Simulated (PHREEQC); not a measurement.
PHREEQC input (ion-association model, wateq4f.dat):

```
SOLUTION_MASTER_SPECIES
  An  An-  0  An  62.0  # stands for a non-complexing anion
SOLUTION_SPECIES
  An- = An-
    -log_k 0
    -gamma 3.0 0
PHASES
  Fix_H+
    H+ = H+
    -log_k 0
SOLUTION 1
  temp 25
  units mmol/kgw
  pH 7 charge
  Cl 2.2
  Zn 1.1
  Na 100
  An 100
END
SELECTED_OUTPUT 1
  -reset false
  -pH true
  -pe true
  -ionic_strength true
  -water true
  -totals Cl Na Zn
  -molalities Hfo_wOH Hfo_wOH2+ Hfo_wO- Hfo_sOH Hfo_sOH2+ Hfo_sO- Hfo_sOZn+ Hfo_wOZn+
  -saturation_indices Zincite(c) Zn5(OH)8Cl2 Halite
USER_PUNCH 1
  -headings sigma psi
  10 PUNCH EDL("sigma", "Hfo"), EDL("psi", "Hfo")
PRINT
  -reset false
USE solution 1
SURFACE 1
  Hfo_wOH 0.000494382 600 0.22
  Hfo_sOH 1.23596e-05
EQUILIBRIUM_PHASES 1
  Fix_H+ -3 HAn 10
    -force_equality true
  O2(g) -0.68 10
END
# ... the last block is repeated for the other 16 points of pH, with NaOH or the acid as the point needs
```

Selected output (columns that matter, 14 of 17 rows; pH added in front):

```
pH	mu	Na	Zn	m_Hfo_wOH	m_Hfo_wOH2+	m_Hfo_wO-	m_Hfo_sOH	m_Hfo_sOH2+	m_Hfo_sO-	si_Zincite(c)	si_Zn5(OH)8Cl2	si_Halite	sigma	psi
3	0.10476	0.1	0.0011	9.1739e-06	0.0004852	3.9736e-09	2.293e-07	1.2128e-05	9.9319e-11	-8.5043	-36.88	-5.4668	0.36355	0.15183
3.5	0.10392	0.1	0.0011	2.6263e-05	0.00046808	3.3758e-08	6.5524e-07	1.1678e-05	8.4222e-10	-7.5033	-32.874	-5.4662	0.35071	0.1502
4	0.10364	0.1	0.0010998	6.4449e-05	0.0004297	2.2144e-07	1.5813e-06	1.0543e-05	5.4333e-09	-6.503	-28.872	-5.466	0.32183	0.14588
5	0.10343	0.1	0.0010924	0.00020059	0.00028995	3.179e-06	2.2098e-06	3.1942e-06	3.5021e-08	-4.5057	-20.886	-5.4658	0.21749	0.126
5.5	0.10336	0.1	0.001084	0.00026747	0.00021444	7.6425e-06	6.4817e-07	5.1967e-07	1.852e-08	-3.5091	-16.902	-5.4658	0.16324	0.11157
6	0.10325	0.1	0.0010573	0.00030916	0.00013895	1.5759e-05	1.2909e-07	5.8017e-08	6.5798e-09	-2.5199	-12.957	-5.4657	0.12129	0.096858
6.5	0.1031	0.10011	0.00097631	0.0002924	5.498e-05	3.5625e-05	3.3856e-08	6.3658e-09	4.1249e-09	-1.5549	-9.1313	-5.4651	0.10457	0.089667
7.5	0.10292	0.10043	0.00082012	9.5377e-05	1.6046e-06	0.00012987	4.61e-09	7.7557e-11	6.2773e-09	0.3605	-1.5542	-5.4636	0.11082	0.092525
8	0.10283	0.10058	0.00079006	3.7316e-05	2.0027e-07	0.00015929	1.6218e-09	8.7038e-12	6.9227e-09	1.3105	2.1956	-5.463	0.11026	0.0923
8.5	0.1026	0.10104	0.00078532	1.5418e-05	3.0837e-08	0.00017661	6.5961e-10	1.3192e-12	7.5554e-09	2.1299	5.2923	-5.4611	0.10094	0.088082
9	0.10229	0.10179	0.00080131	9.7808e-06	1.1054e-08	0.00019826	4.4175e-10	4.9925e-13	8.9545e-09	2.5518	6.4028	-5.4574	0.073409	0.073168
10	0.10235	0.10233	0.00083976	8.6746e-06	7.2487e-09	0.00023781	4.5243e-10	3.7806e-13	1.2403e-08	2.6725	5.0069	-5.4546	0.016382	0.021769
10.5	0.10272	0.10272	0.00085459	8.9118e-06	7.2085e-09	0.0002524	4.943e-10	3.9983e-13	1.4e-08	2.6481	3.8849	-5.4532	-0.0051186	-0.0069733
11	0.10381	0.10382	0.00087208	9.822e-06	8.2165e-09	0.00026898	5.8887e-10	4.9262e-13	1.6126e-08	2.5574	2.4303	-5.4493	-0.030023	-0.037415
```

Along this series the solution becomes supersaturated in solids that the run did not let form, among them Zincite(c), Zn5(OH)8Cl2. The oxide is taken as insoluble; below pH 4 it would dissolve.
